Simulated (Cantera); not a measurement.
Charge: 1 mol B2O3, a varied amount of H2O, 2.2 mol N2, at 2275 K and 750 Torr.

These are equilibrium values from Cantera (NASA tables, ideal gas, pure condensed phases), not measurements of a reactor. Candidate condensed phases: B, BN, B2O3, B3O3H3, H2O; 39 gas species. Rates play no part.

x: gas mole fraction; nothing condenses.

```json
[
 {"n(H2O) (mol)": "0.64", "x H2O": "0.0508", "x N2": "0.570", "x HBO2": "0.220", "x B2O3": "0.146", "x H2": "0.00417", "x OH": "…"},
 {"n(H2O) (mol)": "0.81", "x H2O": "0.0734", "x N2": "0.546", "x HBO2": "0.243", "x B2O3": "0.124", "x H2": "0.00498", "x OH": "…"},
 {"n(H2O) (mol)": "1", "x H2O": "0.0998", "x N2": "0.521", "x HBO2": "0.260", "x B2O3": "0.104", "x H2": "0.00579", "x OH": "…"},
 {"n(H2O) (mol)": "1.3", "x H2O": "0.142", "x N2": "0.485", "x HBO2": "0.274", "x B2O3": "0.0811", "x H2": "0.00692", "x OH": "…"},
 {"n(H2O) (mol)": "1.6", "x H2O": "0.182", "x N2": "0.455", "x HBO2": "0.278", "x B2O3": "0.0652", "x H2": "0.00788", "x OH": "…"},
 {"n(H2O) (mol)": "2", "x H2O": "0.233", "x N2": "0.419", "x HBO2": "0.276", "x B2O3": "0.0503", "x H2": "0.00897", "x OH": "…"},
 {"n(H2O) (mol)": "2.5", "x H2O": "0.289", "x N2": "0.382", "x HBO2": "0.268", "x B2O3": "0.0380", "x H2": "0.0101", "x OH": "…"},
 {"n(H2O) (mol)": "3.2", "x H2O": "0.356", "x N2": "0.340", "x HBO2": "0.251", "x B2O3": "0.0272", "x H2": "0.0113", "x OH": "…"},
 {"n(H2O) (mol)": "4", "x H2O": "0.419", "x N2": "0.302", "x HBO2": "0.232", "x B2O3": "0.0198", "x H2": "0.0124", "x OH": "…"},
 {"n(H2O) (mol)": "5", "x H2O": "0.482", "x N2": "0.265", "x HBO2": "0.210", "x B2O3": "0.0141", "x H2": "0.0134", "x OH": "…"},
 {"n(H2O) (mol)": "6.3", "x H2O": "0.545", "x N2": "0.229", "x HBO2": "0.186", "x B2O3": "0.00976", "x H2": "0.0144", "x OH": "0.00601"},
 {"n(H2O) (mol)": "7.9", "x H2O": "0.604", "x N2": "0.195", "x HBO2": "0.163", "x B2O3": "0.00672", "x H2": "0.0152", "x OH": "0.00646"}
]
```

Some entries are withheld; supply them.


- 0.64, x OH: 0.00104
- 0.81, x OH: 0.00137
- 1, x OH: 0.00173
- 1.3, x OH: 0.00225
- 1.6, x OH: 0.00271
- 2, x OH: 0.00325
- 2.5, x OH: 0.00380
- 3.2, x OH: 0.00442
- 4, x OH: 0.00497
- 5, x OH: 0.00550
